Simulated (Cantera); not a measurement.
An isothermal, constant-pressure homogeneous reactor starts with H₂ : O₂ : H₂O = 0.077 : 1 : 0.013 (molar parts), at 1250 K and 2670 Pa.

Detailed kinetics in Cantera: GRI-Mech 3.0 (53 species, 325 reactions). Radical loss at walls, strong at low pressure, is not modelled. The temperature is held fixed by assumption; the heat of reaction is taken as removed at once.

x: mole fraction; the columns are a selection and need not sum to one.

```csv
t (s),x H₂,x O₂,x HO₂,x H,x OH
7.00e-6,0.0706,0.917,2.07e-9,1.76e-9,3.31e-10
2.42e-5,0.0706,0.917,7.15e-9,5.06e-9,…
8.34e-5,0.0706,0.917,2.48e-8,2.42e-8,…
0.000288,0.0706,0.917,1.03e-7,1.61e-6,…
0.000993,0.00602,0.871,9.22e-6,0.0158,…
0.00343,0.00142,0.879,8.24e-6,0.00851,…
0.0118,0.000591,0.900,6.48e-6,0.00213,…
0.0408,9.52e-5,0.912,2.74e-6,0.000134,…
0.141,1.02e-5,0.914,5.74e-7,4.81e-6,…
0.486,1.35e-6,0.914,1.04e-7,2.36e-7,…
1.68,2.42e-7,0.914,2.76e-8,1.83e-8,…
5.79,5.62e-8,0.914,1.94e-8,2.07e-9,…
20.0,2.17e-8,0.914,2.46e-8,4.98e-10,…
```

Q: What belongs in the gaps?

A: 
- 2.42e-5, x OH: 2.80e-9
- 8.34e-5, x OH: 2.45e-8
- 0.000288, x OH: 1.84e-6
- 0.000993, x OH: 0.00788
- 0.00343, x OH: 0.00501
- 0.0118, x OH: 0.00325
- 0.0408, x OH: 0.00131
- 0.141, x OH: 0.000433
- 0.486, x OH: 0.000159
- 1.68, x OH: 6.77e-5
- 5.79, x OH: 3.28e-5
- 20.0, x OH: 2.03e-5
